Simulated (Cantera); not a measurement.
Charge: 1 mol SiC, 0.81 mol H₂O, 17 mol H₂, 0.085 mol N₂O, held at 1273.15 K.

Equilibrium computed with Cantera from the NASA thermochemical tables; the gas is ideal and each condensed phase is pure. Candidate condensed phases: C, C₆H₆, C₇H₈, C₈H₁₈, H₂O, Si, SiC, SiO₂, Si₂N₂O, Si₃N₄; 151 gas species. Mutual solubility and eutectic melting of coexisting phases are not modelled. The tables hold silica as quartz up to 1696 K and as liquid above; real silica turns to tridymite and cristobalite and melts near 1996 K. Equilibrium is a limit: real reactors are often held back by kinetics, nucleation or transport.

x: gas mole fraction; n: condensed amount in mol.

```csv
P (Pa),x H₂,x CH₄,x CO,x SiO,x N₂,x H,n SiC(s),n Si₂N₂O(s),n SiO₂(β-quartz),n C(graphite)
0.100,0.947,2.13e-10,0.0238,0.0238,…,0.000696,0.552,0,0,0
2.50,0.956,6.58e-9,0.0261,0.0177,…,0.000140,0.513,0.0788,0,0
63,0.978,6.97e-7,0.0213,0.000892,…,2.82e-5,0.612,0.0842,0.203,0
1600,0.980,0.000144,0.0193,1.23e-5,…,5.60e-6,0.602,0.0843,0.230,0.0443
40000,0.995,0.00372,0.000774,4.93e-7,…,1.13e-6,0.432,0.0850,0.398,0.488
1000000,0.967,0.0333,7.26e-6,3.20e-8,…,2.22e-7,0.425,0.0850,0.405,0
```

### Question
Complete the blanks.

### Answer

- 0.100, x N₂: 0.00452
- 2.50, x N₂: 0.000333
- 63, x N₂: 4.18e-5
- 1600, x N₂: 3.79e-5
- 40000, x N₂: 1.52e-6
- 1000000, x N₂: 1.42e-8
